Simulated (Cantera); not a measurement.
Cantera run:

```python
import numpy as np
import cantera as ct

gas_names = """
    CL CL2 H HCL H2 Si SiCL SiCL2 SiCL3 SiCL4 SiH SiHCL3 SiH2 SiH2CL2 SiH3 SiH3CL SiH4 Si2 Si3
""".split()
cond_names = """
    Si(cr) Si(L)
""".split()


# ... load() reads the species with a 1 bar reference pressure and builds the phases ...
atoms = {
    'Si': {'Si': 1},
    'HCl': {'H': 1, 'CL': 1},
    'H2': {'H': 2},
}
top_T = {}  # K; cautious upper limits of use, not melting points


# ... equilibrate(T, P, feed) seeds the gas with the atoms and calls Mixture.equilibrate('TP', solver="vcs", rtol=1e-11, max_steps=5000) ...
results = []
feed = {'Si': 1, 'HCl': 1.1, 'H2': 0.27}  # mol
P = 100000  # Pa
for T in [848, 898, 948, 998, 1048, 1098, 1148]:
    mix = equilibrate(T, P, feed)
    results.append((T, P, feed, dict(zip(mix.species_names, mix.species_moles))))

top = {s: max(r[3][s] / sum(r[3][g] for g in gas_names) for r in results) for s in gas_names}
cols = sorted((s for s in top if top[s] > 1e-05), key=lambda s: -top[s])[:8]
seen = [c for c in cond_names if any(r[3].get(c, 0) > 1e-12 for r in results)]
print("log10 of partial pressures in bar; condensed amounts in mol")
print(f"{'T/K':>10s}" + "".join(f"{s[:9]:>10s}" for s in cols + seen))
for T, P, feed, n in results:
    ng = sum(n[g] for g in gas_names)
    print(f"{T:10.4g}" + "".join(f"{np.log10(max(n[s] / ng * P / 1e5, 1e-99)):10.3f}" for s in cols)
          + "".join(f"{n.get(c, 0):10.4g}" for c in seen))
```

Output:

```
log10 of partial pressures in bar; condensed amounts in mol
       T/K        H2     SiCL4    SiHCL3       HCL     SiCL3     SiCL2   SiH2CL2    SiH3CL    Si(cr)
       848    -0.144    -0.720    -1.072    -2.582    -3.762    -4.947    -2.481    -4.514    0.7011
       898    -0.144    -0.719    -1.080    -2.339    -3.403    -4.402    -2.466    -4.464     0.702
       948    -0.145    -0.720    -1.089    -2.122    -3.083    -3.916    -2.454    -4.421     0.703
       998    -0.147    -0.722    -1.099    -1.928    -2.796    -3.482    -2.445    -4.383    0.7042
      1048    -0.149    -0.726    -1.110    -1.755    -2.540    -3.090    -2.439    -4.352    0.7056
      1098    -0.152    -0.733    -1.123    -1.599    -2.309    -2.738    -2.436    -4.326    0.7071
      1148    -0.157    -0.744    -1.140    -1.458    -2.103    -2.419    -2.438    -4.306    0.7085
```

Method: chemical equilibrium by Gibbs-energy minimisation in Cantera with the NASA 1993 tables (ideal gas, pure condensed phases). The tables' values for SiCl3 are old estimates; treat these amounts as uncertain.
